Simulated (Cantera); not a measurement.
What does this Cantera script print?

```python
import numpy as np
import cantera as ct

gas_names = """
    N NO NO2 NO3 N2 N2O O O2 O3 Si SiN SiO SiO2 Si2 Si2N Si3
""".split()
cond_names = """
    Si(cr) Si(L) SiO2(Lqz) SiO2(hqz) SiO2(L) Si2N2O(s) Si3N4(a)
""".split()


# ... load() reads the species with a 1 bar reference pressure and builds the phases ...
atoms = {
    'Si': {'Si': 1},
    'N2O': {'N': 2, 'O': 1},
    'N2': {'N': 2},
}
top_T = {'Si2N2O(s)': 2100, 'Si3N4(a)': 2400}  # K; cautious upper limits of use, not melting points


# ... equilibrate(T, P, feed) seeds the gas with the atoms and calls Mixture.equilibrate('TP', solver="vcs", rtol=1e-11, max_steps=5000) ...
results = []
feed = {'Si': 1, 'N2O': 0.012, 'N2': 1.3}  # mol
T = 1875  # K
P = 101325  # Pa
mix = equilibrate(T, P, feed)
results.append((T, P, feed, dict(zip(mix.species_names, mix.species_moles))))
print(gas.report(threshold=1e-06))
for i in range(1, mix.n_phases):
    print(f"{mix.phase(i).name:16s} {mix.phase_moles(i):12.5e} mol")
```

Output:

```
       temperature   1875 K
          pressure   1.0132e+05 Pa
           density   0.18211 kg/m^3
  mean mol. weight   28.019 kg/kmol
   phase of matter   gas

                          1 kg             1 kmol
                     ---------------   ---------------
          enthalpy        1.8408e+06        5.1576e+07  J
   internal energy        1.2844e+06        3.5987e+07  J
           entropy              8910        2.4965e+05  J/K
    Gibbs function       -1.4865e+07       -4.1651e+08  J
 heat capacity c_p            1276.3             35761  J/K
 heat capacity c_v            979.58             27447  J/K

                      mass frac. Y      mole frac. X     chem. pot. / RT
                     ---------------   ---------------   ---------------
                N2           0.99952           0.99969           -26.712
               SiO        0.00048112        0.00030579           -43.948
     [  +14 minor]         1.379e-06        1.1656e-06

Si(L)             0.00000e+00 mol
SiO2(L)           0.00000e+00 mol
Si2N2O(s)         1.18014e-02 mol
Si3N4(a)          3.25399e-01 mol
```

Method: chemical equilibrium by Gibbs-energy minimisation in Cantera with the NASA 1993 tables (ideal gas, pure condensed phases). Mutual solubility and eutectic melting of coexisting phases are not modelled.
